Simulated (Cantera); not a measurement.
Charge: 1 mol Si, a varied amount of Br2, at 0.133 bar.

These are equilibrium values from Cantera (NASA tables, ideal gas, pure condensed phases), not measurements of a reactor. Candidate condensed phases: Br2, Si; 9 gas species. The tables' values for SiBr3 are old estimates. Rates play no part.

### Question
What condenses at these points (T in K, n(Br2) in mol): (625, 2.2); (1225, 1.7); (925, 1.7); (825, 2.8); (625, 3.1)?

### Answer
```csv
T (K),n(Br2) in mol,condensed phases,Si condensed (%)
625,2.2,gas only,0.0
1225,1.7,Si,8.6
925,1.7,Si,14.9
825,2.8,gas only,0.0
625,3.1,gas only,0.0
```
